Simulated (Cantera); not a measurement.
An isothermal, constant-pressure homogeneous reactor starts with CH2O : O2 : N2 = 0.022 : 0.026 : 1 (molar parts), equivalence ratio 0.85, at 1575 K and 1900000 Pa. Integrator tolerance rtol = 1e-08.

Computed with Cantera and GRI-Mech 3.0 (53 species, 325 reactions). The pressure lies above the range GRI-Mech 3.0 was tuned for (to about 10 atm). The temperature is held fixed by assumption; the heat of reaction is taken as removed at once.

Q: What does this change do: CH2O 0.022 to 0.011 parts?

A: 
| quantity | before | after |
|---|---|---|
| x(CH2O) at 10.0 s | <1e-12 (gas-phase equilibrium <1e-12) | <1e-12 (gas-phase equilibrium <1e-12) |
| x(O2) at 10.0 s | 0.00381 (gas-phase equilibrium 0.00369) | 0.0145 (gas-phase equilibrium 0.0142) |
| x(CO2) at 10.0 s | 0.0210 (gas-phase equilibrium 0.0210) | 0.0106 (gas-phase equilibrium 0.0106) |
| x(HO2) at 10.0 s | 1.53e-8 (gas-phase equilibrium 1.49e-8) | 2.95e-8 (gas-phase equilibrium 2.91e-8) |
| x(HCN) at 10.0 s | <1e-12 (gas-phase equilibrium <1e-12) | <1e-12 (gas-phase equilibrium <1e-12) |
| x(H2) at 10.0 s | 3.86e-7 (gas-phase equilibrium 3.93e-7) | 1.00e-7 (gas-phase equilibrium 1.01e-7) |

Q: What does this change do: 0.022 parts H2 added?

A: 
```csv
quantity,before,after
x(CH2O) at 10.0 s,<1e-12 (gas-phase equilibrium <1e-12),3.52e-10 (gas-phase equilibrium 3.52e-10)
x(O2) at 10.0 s,0.00381 (gas-phase equilibrium 0.00369),4.19e-11 (gas-phase equilibrium 4.18e-11)
x(CO2) at 10.0 s,0.0210 (gas-phase equilibrium 0.0210),0.0137 (gas-phase equilibrium 0.0137)
x(HO2) at 10.0 s,1.53e-8 (gas-phase equilibrium 1.49e-8),<1e-12 (gas-phase equilibrium <1e-12)
x(HCN) at 10.0 s,<1e-12 (gas-phase equilibrium <1e-12),6.22e-8 (gas-phase equilibrium 4.33e-9)
x(H2) at 10.0 s,3.86e-7 (gas-phase equilibrium 3.93e-7),0.00616 (gas-phase equilibrium 0.00617)
```
